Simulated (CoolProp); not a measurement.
A closed Brayton cycle with carbon dioxide: compressor inlet 314.15 K and 8.8 MPa, high pressure 22.3 MPa, turbine inlet 690 K, compressor efficiency 0.8, turbine efficiency 0.85, recuperator effectiveness 0 (on enthalpy, no pinch check). Each further row changes one setting.

Values from CoolProp's reference Helmholtz-energy equation of state, Span 1996.

```tsv
case	thermal efficiency (%)	net work (kJ/kg)	compressor to turbine work	compressor exit (K)	turbine exit (K)
as stated	12.8	59.6	0.36	368.4	593.9
turbine inlet 640 K	12.7	51.0	0.40	368.4	547.3
compressor inlet 324.15 K	11.8	47.0	0.50	398.7	593.9
high pressure 19 MPa	11.0	52.1	0.34	358.8	610.2
recuperator effectiveness 0.5	18.0	59.6	0.36	368.4	593.9
```
